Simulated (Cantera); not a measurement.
A perfectly stirred reactor is fed with 1.82 % CH₄, 97.9 % H₂, 0.233 % N₂, at 20.0 Torr; it is held at 1798 K, and followed from long to short residence time.

Cantera simulation using GRI-Mech 3.0 (53 species, 325 reactions); the numbers are that mechanism's predictions, not measurements. GRI-Mech 3.0 stops at C3 and has no aromatics, soot or wall deposition, so with more carbon than oxygen in the feed, carbon stays in small species such as C2H2 where larger ones or solid carbon would form. Radical loss at walls, strong at low pressure, is not modelled.

Task: Predict: x(CH₄) at τ = 2.40 s; x(H₂) at τ = 2.40 s; x(C₂H₂) at τ = 2.40 s; x(HCN) at τ = 2.40 s; x(CH₃) at τ = 2.40 s; x(CH₄) at τ = 56.0 ms; x(H₂) at τ = 56.0 ms; x(C₂H₂) at τ = 56.0 ms; x(CH₃) at τ = 56.0 ms.

Result: 
```json
{
 "x(CH₄) at τ = 2.40 s": "0.00410",
 "x(H₂) at τ = 2.40 s": "0.985",
 "x(C₂H₂) at τ = 2.40 s": "0.00682",
 "x(HCN) at τ = 2.40 s": "3.53e-8",
 "x(CH₃) at τ = 2.40 s": "0.000167",
 "x(CH₄) at τ = 56.0 ms": "0.0155",
 "x(H₂) at τ = 56.0 ms": "0.979",
 "x(C₂H₂) at τ = 56.0 ms": "0.00109",
 "x(CH₃) at τ = 56.0 ms": "0.000437"
}
```
